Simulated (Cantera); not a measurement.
## Hydrocarbon pyrolysis for carbon deposition

An isothermal, constant-pressure homogeneous reactor starts with C2H4 : H2 = 0.12 : 3.4 (molar parts), at 1850 K and 0.0267 bar.

Model: GRI-Mech 3.0 (53 species, 325 reactions), integrated in Cantera. GRI-Mech 3.0 was tuned for natural gas; its chemistry of ethylene as a main component is partial and can be far from experiment. GRI-Mech 3.0 stops at C3 and has no aromatics, soot or wall deposition, so with more carbon than oxygen in the feed, carbon stays in small species such as C2H2 where larger ones or solid carbon would form. Radical loss at walls, strong at low pressure, is not modelled.

```tsv
t (s)	x C2H4	x H2	x CH3	x C2H	x CH4	x H	x C2H6
3.00e-6	0.0341	0.966	1.17e-12	<1e-12	<1e-12	7.26e-8	5.31e-11
1.44e-5	0.0340	0.966	6.54e-11	<1e-12	1.83e-11	4.28e-7	7.87e-10
6.95e-5	0.0337	0.966	1.24e-9	1.00e-11	1.98e-9	2.19e-6	5.13e-9
0.000334	0.0321	0.966	5.01e-9	2.29e-10	5.56e-8	1.06e-5	1.38e-8
0.00161	0.0250	0.966	1.16e-8	4.63e-9	6.92e-7	4.75e-5	2.15e-8
0.00775	0.00591	0.967	2.14e-8	4.48e-8	4.56e-6	0.000148	1.10e-8
0.0373	2.20e-5	0.967	6.50e-8	1.76e-7	6.46e-6	0.000481	9.18e-11
0.179	1.58e-5	0.965	3.09e-7	6.83e-7	7.97e-6	0.00186	1.21e-10
0.863	1.40e-5	0.964	1.82e-6	1.19e-6	2.70e-5	0.00325	1.14e-10
4.16	1.40e-5	0.964	7.68e-6	1.20e-6	0.000113	0.00326	2.04e-10
20.0	1.40e-5	0.964	1.24e-5	1.19e-6	0.000183	0.00326	3.59e-10
```
x: mole fraction; the columns are a selection and need not sum to one.

Equilibrium at this temperature and pressure: C2H4 1.40e-5, H2 0.964, CH3 1.25e-5, C2H 1.19e-6, CH4 0.000184, H 0.00326, C2H6 3.60e-10 (gas phase only).
